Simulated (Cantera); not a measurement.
Equilibrium for silicon nitride deposition: SiCl4 + NH3

A closed system holds: 1 mol SiCl4, 30 mol NH3, at 8.25 Torr.

These are equilibrium values from Cantera (NASA tables, ideal gas, pure condensed phases), not measurements of a reactor. Candidate condensed phases: NH4Cl, Si, Si3N4; 28 gas species. The tables' values for SiCl, SiCl3 are old estimates; treat these amounts as uncertain. Gases not in the tables: Si2H6 and higher silanes. The numbers say what is thermodynamically allowed, not how fast it happens.

```
T (K)   x H2   x N2   x HCl   x SiCl2  n Si3N4(s)  n Si(l)
-----  -----  -----  ------  --------  ----------  -------
748    0.701  0.234  0.0651    <1e-12       0.333        0
898    0.701  0.234  0.0652  9.37e-10       0.333        0
1048   0.701  0.234  0.0652   1.52e-7       0.333        0
1198   0.701  0.234  0.0652   6.81e-6       0.333        0
1348   0.701  0.234  0.0649  0.000127       0.330        0
1498   0.702  0.234  0.0626   0.00122       0.308        0
1648   0.704  0.237  0.0532   0.00577       0.213        0
1798   0.700  0.241  0.0456   0.00921           0    0.395
```
x: gas mole fraction; n: condensed amount in mol.

From 748 K to 1648 K the condensed part is Si3N4(s). At 1798 K the condensed part is Si(l). The main Si-bearing gas is SiCl4 at 748 K and SiCl2 at 1798 K. The share of Si in condensed phases is highest at 1048 K (100.0 %) and lowest at 1798 K (39.5 %).
